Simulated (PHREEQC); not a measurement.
A PHREEQC input (ion-association model, phreeqc.dat):

```
SOLUTION 1
  temp 20
  units mg/L
  pH 6.64
  pe 8.2
  Na 47.3
  K 33.1
  Ca 30,9
  Mg 0.745
  Cl 98.6
  S(6) 4.85 as SO4
  Alkalinity 100 as HCO3
  Pb 0.153
END
USE solution 1
EQUILIBRIUM_PHASES 1
  Quartz 0 0.5
  CO2(g) -3.4 10
END
```

The run finishes without an error or a warning.

Its last state differs from that of the intended input:

```csv
quantity,as run,intended
ionic strength (mol/kgw),0.00527,0.00531
SI of Quartz (SiO2),-0.00,+0.00
```

Q: One thing in the input isn't as intended. What explains the difference?

A: This is not unique; one that fits is The fault: a decimal comma in the Ca value. The line should read `Ca 30.9` where the input has `Ca 30,9`.
